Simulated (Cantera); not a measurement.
What does this Cantera script print?

```python
import numpy as np
import cantera as ct

gas = ct.Solution("gri30.yaml")
gas.TPX = 1048, 1000000, {'CH4': 0.012, 'O2': 0.022, 'N2': 1}
inlet = ct.Reservoir(gas, clone=True)

reactor = ct.IdealGasConstPressureReactor(gas, energy="off", clone=False)
exhaust = ct.Reservoir(gas, clone=True)
tau = [0.73, 0.23, 0.071, 0.022, 0.0069, 0.0022, 0.00067, 0.00021][0]
for a, b in ((inlet, reactor), (reactor, exhaust)):
    ct.MassFlowController(a, b, mdot=lambda t: reactor.mass / tau)
net = ct.ReactorNet([reactor])
show = ['CH4', 'O2', 'OH', 'CH2CO', 'CH2', 'N2O', 'C2H6']

rows = []
print(f"{'tau/s':>10s}{'T/K':>9s}" + "".join(f"{s:>11s}" for s in show))
for tau in [0.73, 0.23, 0.071, 0.022, 0.0069, 0.0022, 0.00067, 0.00021]:
    net.initial_time = 0.0
    net.advance(30 * tau)
    before = gas.X
    net.advance(40 * tau)
    drift = np.max(np.abs(gas.X - before) / (gas.X + 1e-9))
    rows.append([gas.T, *gas[show].X, drift])
    print(f"{tau:10.3e}{gas.T:9.1f}" + "".join(f"{x:11.3e}" for x in gas[show].X))
```

Output:

```
     tau/s      T/K        CH4         O2         OH      CH2CO        CH2        N2O       C2H6
 7.300e-01   1048.0  1.556e-03  3.872e-03  4.537e-08  6.008e-06  2.613e-11  7.617e-08  1.384e-05
 2.300e-01   1048.0  2.697e-03  6.880e-03  7.407e-08  9.459e-06  4.550e-11  4.143e-08  2.412e-05
 7.100e-02   1048.0  4.883e-03  1.150e-02  1.008e-07  1.256e-05  6.507e-11  1.691e-08  4.465e-05
 2.200e-02   1048.0  8.856e-03  1.796e-02  7.394e-08  6.232e-06  4.287e-11  3.889e-09  7.602e-05
 6.900e-03   1048.0  1.161e-02  2.128e-02  1.498e-11  1.654e-14  2.333e-16  1.050e-12  2.756e-08
 2.200e-03   1048.0  1.161e-02  2.128e-02  4.322e-12  4.233e-17  2.032e-17  1.361e-13  7.834e-10
 6.700e-04   1048.0  1.161e-02  2.128e-02  8.975e-13  3.524e-20  8.809e-19  1.351e-14  1.037e-11
 2.100e-04   1048.0  1.161e-02  2.128e-02  2.151e-13  6.401e-23  5.828e-20  1.390e-15  2.305e-13
```

Computed with Cantera and GRI-Mech 3.0 (53 species, 325 reactions). The temperature is held fixed by assumption; the heat of reaction is taken as removed at once.
